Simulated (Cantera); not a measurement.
Feed: 1 mol Fe2O3, 190 mol H2, held at 1.00 bar.

Method: chemical equilibrium by Gibbs-energy minimisation in Cantera with the NASA 1993 tables (ideal gas, pure condensed phases). Candidate condensed phases: Fe, FeO, Fe(OH)2, Fe(OH)3, Fe2O3, Fe3O4, H2O; 12 gas species. Kinetics and transport are ignored.

log p: log10 of the partial pressure in bar; n: condensed amount in mol.

```csv
T (°C),log p H2,log p H2O,log p H,log p Fe,n Fe(γ),n Fe(δ),n Fe(l)
927,-0.01,-1.80,-6.71,-10.30,2.00,0,0
1002,-0.01,-1.80,-6.14,-9.28,2.00,0,0
1077,-0.01,-1.80,-5.63,-8.37,2.00,0,0
1152,-0.01,-1.80,-5.17,-7.55,2.00,0,0
1227,-0.01,-1.80,-4.76,-6.82,2.00,0,0
1302,-0.01,-1.80,-4.38,-6.17,2.00,0,0
1377,-0.01,-1.80,-4.05,-5.57,2.00,0,0
1452,-0.01,-1.80,[?],[?],0,2.00,0
1527,-0.01,-1.80,-3.45,-4.53,0,1.99,0
1602,-0.01,-1.80,-3.19,-4.09,0,0,1.98
1677,-0.01,-1.80,-2.94,-3.69,0,0,1.96
1752,-0.01,-1.80,-2.72,-3.32,0,0,1.91
1827,-0.01,-1.80,[?],[?],0,0,1.80
1902,-0.01,-1.80,-2.32,-2.66,0,0,1.58
```

Q: Some entries are withheld; supply them.

A: 
- 1452, log p H: -3.73
- 1452, log p Fe: -5.03
- 1827, log p H: -2.51
- 1827, log p Fe: -2.98
